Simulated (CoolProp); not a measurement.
Vapour-liquid equilibrium of carbon dioxide (1) + CH2F2 (R32) (2) at 1.12 MPa; x and y are mole fractions of (1).

Computed with CoolProp (multi-fluid Helmholtz-energy mixture model, Span 1996 and Tillner-Roth 1997; pair parameters Bell 2016).

Give the bubble temperature and the first vapour's composition at x = 0.05, 0.5, 0.65. Is there an azeotrope?

x = 0.05: 6.0 °C, y = 0.146; x = 0.5: -21.7 °C, y = 0.796; x = 0.65: -27.2 °C, y = 0.879. No azeotrope shows between x = 0.05 and 0.95.

The pair parameters rest on a limited set of measurements; away from them the model extrapolates.
